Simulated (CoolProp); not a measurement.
A Linde-Hampson liquefier for normal hydrogen: isothermal reversible compression at 230 K from 1 atm to 10 MPa, throttling to 1 atm, return gas leaving the recuperator 5 K below the feed. Each further row changes one setting.

The numbers come from the reference Helmholtz-energy equation of state, Leachman 2009 in CoolProp.

| case | compression work (kJ/kg of gas) |
|---|---|
| as stated | 4420 |
| high pressure 20 MPa | 5150 |
| warm-end temperature 260 K | 4990 |
| warm-end gap 10 K | 4420 |
